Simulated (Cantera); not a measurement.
## Premixed flame

A freely propagating, adiabatic, planar premixed flame of 24.1 % H2, 18.5 % O2, 57.4 % N2, equivalence ratio 0.65, unburnt at 375 K and 1.01 bar; mixture-averaged transport, grid criteria slope 0.08 and curve 0.16, no radiation.

Cantera simulation using the H2/O2 subset of GRI-Mech 3.0, which has no nitrogen chemistry; the numbers are that mechanism's predictions, not measurements. Burning velocities carry a grid error of a few per cent, more on coarse grids. Lean hydrogen flames are cellular in practice and burn faster than this planar one.

| z (mm) | T (K) | u (m/s) | x H2 | x O2 | x H | x H2O | x O | x HO2 |
|---|---|---|---|---|---|---|---|---|
| -1.00 | 375 | 2.29 | 0.241 | 0.185 | <1e-8 | <1e-8 | <1e-8 | <1e-8 |
| -0.668 | 375 | 2.29 | 0.241 | 0.185 | <1e-8 | 4.07e-8 | <1e-8 | <1e-8 |
| -0.501 | 375 | 2.29 | 0.241 | 0.185 | <1e-8 | 6.45e-7 | <1e-8 | 3.54e-8 |
| -0.334 | 376 | 2.28 | 0.239 | 0.186 | <1e-8 | 1.28e-5 | 2.76e-8 | 8.52e-7 |
| -0.167 | 418 | 2.49 | 0.218 | 0.190 | 6.71e-6 | 0.00215 | 3.17e-6 | 0.000190 |
| -0.0835 | 711 | 4.07 | 0.170 | 0.185 | 0.00195 | 0.0314 | 0.000220 | 0.000357 |
| 0 | 1135 | 6.33 | 0.0995 | 0.153 | 0.0124 | 0.106 | 0.00330 | 0.000153 |
| 0.0835 | 1437 | 7.95 | 0.0431 | 0.109 | 0.0209 | 0.181 | 0.00923 | 8.44e-5 |
| 0.167 | 1605 | 8.86 | 0.0220 | 0.0873 | 0.0200 | 0.215 | 0.0117 | 5.57e-5 |
| 0.334 | 1773 | 9.72 | 0.0142 | 0.0787 | 0.0132 | 0.232 | 0.0104 | 3.58e-5 |
| 0.668 | 1919 | 10.4 | 0.0100 | 0.0759 | 0.00660 | 0.244 | 0.00700 | 2.13e-5 |
| 1.34 | 2028 | 11.0 | 0.00579 | 0.0748 | 0.00255 | 0.254 | 0.00388 | 1.13e-5 |
| 2.67 | 2095 | 11.3 | 0.00274 | 0.0747 | 0.000780 | 0.261 | 0.00181 | 5.99e-6 |
x: mole fraction of selected species; z is measured from the peak of heat release.

| Quantity | Value |
|---|---|
| laminar burning velocity | 229 cm/s |
| thermal thickness | 0.334 mm |
| peak x(H) | 0.0214 |
| peak x(O) | 0.0118 |
| peak x(HO2) | 0.000477 |
| grid points | 111 |
